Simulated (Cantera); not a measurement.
Input: 1 mol Pb, 0.47 mol NH₃, 98 mol CO, 0.85 mol O₂, held at 1.50 mbar.

Method: chemical equilibrium by Gibbs-energy minimisation in Cantera with the NASA 1993 tables (ideal gas, pure condensed phases). Candidate condensed phases: C, C₆H₆, C₇H₈, C₈H₁₈, H₂O, Pb, PbO, PbO₂, Pb₃O₄; 139 gas species. Kinetics and transport are ignored. All values below are at 1673 K.

Base state: CO 0.964, CO₂ 0.0166, Pb 0.0100, H₂ 0.00656, N₂ 0.00235, H₂O 0.000374, H 0.000238 (mole fractions); condensed: gas only.

**Question.** What changes in the equilibrium state with this change: CO from 98 to 31 mol?

**Answer.** 
| species | before | after |
|---|---|---|
| CO | 0.964 | 0.893 |
| CO₂ | 0.0166 | 0.0484 |
| Pb | 0.0100 | 0.0303 |
| H₂ | 0.00656 | 0.0180 |
| H₂O | 0.000374 | 0.00322 |
| N₂ | 0.00235 | 0.00713 |
